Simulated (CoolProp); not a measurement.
A simple Rankine cycle with dimethyl carbonate: condensing at 308.15 K, boiler at 0.127 MPa, turbine inlet 520.4 K, turbine efficiency 0.8, pump efficiency 0.6, no recuperator. Each further row changes one setting.

The numbers come from the reference Helmholtz-energy equation of state, Zhou 2011 in CoolProp.

```json
[
 {"case": "as stated", "thermal efficiency (%)": "11.7", "net work (kJ/kg)": "…", "heat in (kJ/kg)": "723", "turbine exit temperature (K)": "468.4", "volume ratio over the turbine": "9.70"},
 {"case": "turbine inlet 540.4 K", "thermal efficiency (%)": "…", "net work (kJ/kg)": "88.1", "heat in (kJ/kg)": "758", "turbine exit temperature (K)": "487.7", "volume ratio over the turbine": "…"},
 {"case": "condensing temperature 300.15 K", "thermal efficiency (%)": "13.2", "net work (kJ/kg)": "97.6", "heat in (kJ/kg)": "…", "turbine exit temperature (K)": "460.2", "volume ratio over the turbine": "14.1"},
 {"case": "boiler pressure 0.0889 MPa", "thermal efficiency (%)": "…", "net work (kJ/kg)": "72.7", "heat in (kJ/kg)": "724", "turbine exit temperature (K)": "476.2", "volume ratio over the turbine": "6.88"},
 {"case": "turbine efficiency 0.7", "thermal efficiency (%)": "…", "net work (kJ/kg)": "…", "heat in (kJ/kg)": "723", "turbine exit temperature (K)": "…", "volume ratio over the turbine": "9.84"}
]
```

Q: Fill in the missing entries.

A: 
- as stated, net work (kJ/kg): 84.6
- turbine inlet 540.4 K, thermal efficiency (%): 11.6
- turbine inlet 540.4 K, volume ratio over the turbine: 9.72
- condensing temperature 300.15 K, heat in (kJ/kg): 738
- boiler pressure 0.0889 MPa, thermal efficiency (%): 10.0
- turbine efficiency 0.7, thermal efficiency (%): 10.2
- turbine efficiency 0.7, net work (kJ/kg): 74.0
- turbine efficiency 0.7, turbine exit temperature (K): 475.0
